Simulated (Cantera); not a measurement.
Ignition delay

Mixture: CO : H2 : O2 : N2 = 1 : 0.15 : 0.359 : 1.35 (molar parts), equivalence ratio 1.6, at 100000 Pa, adiabatic and at constant volume. Ignition delay is the time to a rise of 400 K.

Cantera simulation using GRI-Mech 3.0 (53 species, 325 reactions); the numbers are that mechanism's predictions, not measurements. Where the delays flatten at high temperature, the 400 K rule measures the pace of heat release, not the induction time.

| T0 (K) | delay (ms) |
|---|---|
| 1050 | 0.237 |
| 1125 | 0.128 |
| 1200 | 0.0847 |
| 1275 | 0.0625 |
| 1350 | 0.0498 |
| 1425 | 0.0420 |
| 1500 | 0.0372 |
| 1575 | 0.0345 |
